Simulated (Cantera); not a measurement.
Cantera run, input and output.

```python
import numpy as np
import cantera as ct

gas = ct.Solution("gri30.yaml")
gas.TPX = 325, 790000, {'CH4': 1, 'C2H6': 0.039, 'O2': 1.42, 'N2': 5.36, 'H2O': 0.11}
inlet = ct.Reservoir(gas, clone=True)
gas.equilibrate("HP")  # start burning
reactor = ct.IdealGasConstPressureReactor(gas, energy="on", clone=False)
exhaust = ct.Reservoir(gas, clone=True)
tau = [0.37, 0.13, 0.043, 0.015, 0.005, 0.0017, 0.00058, 0.0002, 6.7e-05, 2.3e-05, 7.8e-06][0]
for a, b in ((inlet, reactor), (reactor, exhaust)):
    ct.MassFlowController(a, b, mdot=lambda t: reactor.mass / tau)
net = ct.ReactorNet([reactor])
show = ['CH4', 'C2H6', 'O2', 'N2O', 'NO']

rows = []
print(f"{'tau/s':>10s}{'T/K':>9s}" + "".join(f"{s:>11s}" for s in show))
for tau in [0.37, 0.13, 0.043, 0.015, 0.005, 0.0017, 0.00058, 0.0002, 6.7e-05, 2.3e-05, 7.8e-06]:
    net.initial_time = 0.0
    net.advance(30 * tau)
    before = gas.X
    net.advance(40 * tau)
    drift = np.max(np.abs(gas.X - before) / (gas.X + 1e-9))
    rows.append([gas.T, *gas[show].X, drift])
    print(f"{tau:10.3e}{gas.T:9.1f}" + "".join(f"{x:11.3e}" for x in gas[show].X))
```

It prints:

```
     tau/s      T/K        CH4       C2H6         O2        N2O         NO
 3.700e-01   1907.5  1.381e-03  2.562e-07  4.423e-05  5.632e-10  5.191e-06
 1.300e-01   1914.1  2.516e-03  9.362e-07  1.175e-04  8.038e-10  5.045e-06
 4.300e-02   1922.2  4.109e-03  3.040e-06  3.205e-04  1.399e-09  4.379e-06
 1.500e-02   1928.0  5.905e-03  8.295e-06  8.094e-04  2.833e-09  3.599e-06
 5.000e-03   1925.5  8.012e-03  2.263e-05  2.065e-03  6.623e-09  2.655e-06
 1.700e-03   1901.5  1.051e-02  6.436e-05  5.147e-03  1.681e-08  1.570e-06
 5.800e-04   1800.9  1.575e-02  2.765e-04  1.562e-02  5.705e-08  3.888e-07
 2.000e-04    325.0  1.261e-01  4.919e-03  1.791e-01 -2.313e-21 -3.068e-22
 6.700e-05    325.0  1.261e-01  4.919e-03  1.791e-01 -2.143e-25 -2.844e-26
 2.300e-05    325.0  1.261e-01  4.919e-03  1.791e-01 -1.354e-26 -1.796e-27
 7.800e-06    325.0  1.261e-01  4.919e-03  1.791e-01 -8.553e-28 -1.135e-28
```

Computed with Cantera and GRI-Mech 3.0 (53 species, 325 reactions).
